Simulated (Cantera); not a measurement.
Iron carbonyl, mercury and lead vapours: Fe(CO)₅ + O₂ + N₂

Charge: 1 mol Fe(CO)₅, 0.66 mol O₂, 58 mol N₂, equilibrated at 0.000450 bar.

Equilibrium computed with Cantera from the NASA thermochemical tables; the gas is ideal and each condensed phase is pure. Candidate condensed phases: C, Fe, Fe(CO)₅, FeO, Fe₂O₃, Fe₃O₄; 27 gas species. Mutual solubility and eutectic melting of coexisting phases are not modelled. The tables' stoichiometric FeO is somewhat more stable than real wüstite, so its field is too wide. FeO: taken at fixed stoichiometry. The numbers say what is thermodynamically allowed, not how fast it happens.

From 652 °C to 902 °C the condensed part is Fe(α) + FeO(s). From 952 °C to 1302 °C the condensed part is Fe(γ) + FeO(s).

```json
[
 {"T (°C)": "652", "log p N₂": "-3.38", "log p CO": "-4.56", "log p CO₂": "-5.09", "log p Fe": "<-15", "log p FeO": "<-15", "log p NO": "<-15", "log p O": "<-15", "n Fe(α)": "0.818", "n FeO(s)": "0.182", "n Fe(γ)": "0"},
 {"T (°C)": "702", "log p N₂": "-3.38", "log p CO": "-4.55", "log p CO₂": "-5.12", "log p Fe": "-14.37", "log p FeO": "<-15", "log p NO": "<-15", "log p O": "<-15", "n Fe(α)": "0.736", "n FeO(s)": "0.264", "n Fe(γ)": "0"},
 {"T (°C)": "752", "log p N₂": "-3.38", "log p CO": "-4.54", "log p CO₂": "-5.15", "log p Fe": "-13.31", "log p FeO": "<-15", "log p NO": "<-15", "log p O": "<-15", "n Fe(α)": "0.666", "n FeO(s)": "0.334", "n Fe(γ)": "0"},
 {"T (°C)": "802", "log p N₂": "-3.38", "log p CO": "-4.54", "log p CO₂": "-5.18", "log p Fe": "-12.35", "log p FeO": "<-15", "log p NO": "-15.30", "log p O": "<-15", "n Fe(α)": "0.614", "n FeO(s)": "0.386", "n Fe(γ)": "0"},
 {"T (°C)": "852", "log p N₂": "-3.38", "log p CO": "-4.53", "log p CO₂": "-5.20", "log p Fe": "-11.47", "log p FeO": "<-15", "log p NO": "-14.51", "log p O": "<-15", "n Fe(α)": "0.572", "n FeO(s)": "0.428", "n Fe(γ)": "0"},
 {"T (°C)": "902", "log p N₂": "-3.38", "log p CO": "-4.53", "log p CO₂": "-5.21", "log p Fe": "-10.68", "log p FeO": "-14.43", "log p NO": "-13.80", "log p O": "<-15", "n Fe(α)": "0.536", "n FeO(s)": "0.464", "n Fe(γ)": "0"},
 {"T (°C)": "952", "log p N₂": "-3.38", "log p CO": "-4.53", "log p CO₂": "-5.23", "log p Fe": "-9.95", "log p FeO": "-13.51", "log p NO": "-13.14", "log p O": "<-15", "n Fe(α)": "0", "n FeO(s)": "0.495", "n Fe(γ)": "0.505"},
 {"T (°C)": "1002", "log p N₂": "-3.38", "log p CO": "-4.52", "log p CO₂": "-5.24", "log p Fe": "-9.28", "log p FeO": "-12.67", "log p NO": "-12.53", "log p O": "-14.71", "n Fe(α)": "0", "n FeO(s)": "0.523", "n Fe(γ)": "0.477"},
 {"T (°C)": "1052", "log p N₂": "-3.38", "log p CO": "-4.52", "log p CO₂": "-5.26", "log p Fe": "-8.66", "log p FeO": "-11.90", "log p NO": "-11.97", "log p O": "-13.90", "n Fe(α)": "0", "n FeO(s)": "0.549", "n Fe(γ)": "0.451"},
 {"T (°C)": "1102", "log p N₂": "-3.38", "log p CO": "-4.52", "log p CO₂": "-5.27", "log p Fe": "-8.09", "log p FeO": "-11.18", "log p NO": "-11.46", "log p O": "-13.15", "n Fe(α)": "0", "n FeO(s)": "0.572", "n Fe(γ)": "0.427"},
 {"T (°C)": "1152", "log p N₂": "-3.38", "log p CO": "-4.52", "log p CO₂": "-5.29", "log p Fe": "-7.55", "log p FeO": "-10.51", "log p NO": "-10.98", "log p O": "-12.45", "n Fe(α)": "0", "n FeO(s)": "0.594", "n Fe(γ)": "0.402"},
 {"T (°C)": "1202", "log p N₂": "-3.38", "log p CO": "-4.51", "log p CO₂": "-5.30", "log p Fe": "-7.06", "log p FeO": "-9.89", "log p NO": "-10.53", "log p O": "-11.80", "n Fe(α)": "0", "n FeO(s)": "0.614", "n Fe(γ)": "0.373"},
 {"T (°C)": "1252", "log p N₂": "-3.38", "log p CO": "-4.51", "log p CO₂": "-5.31", "log p Fe": "-6.60", "log p FeO": "-9.32", "log p NO": "-10.11", "log p O": "-11.19", "n Fe(α)": "0", "n FeO(s)": "0.633", "n Fe(γ)": "0.332"},
 {"T (°C)": "1302", "log p N₂": "-3.38", "log p CO": "-4.51", "log p CO₂": "-5.32", "log p Fe": "-6.17", "log p FeO": "-8.78", "log p NO": "-9.72", "log p O": "-10.63", "n Fe(α)": "0", "n FeO(s)": "0.650", "n Fe(γ)": "0.254"}
]
```
log p: log10 of the partial pressure in bar; n: condensed amount in mol.
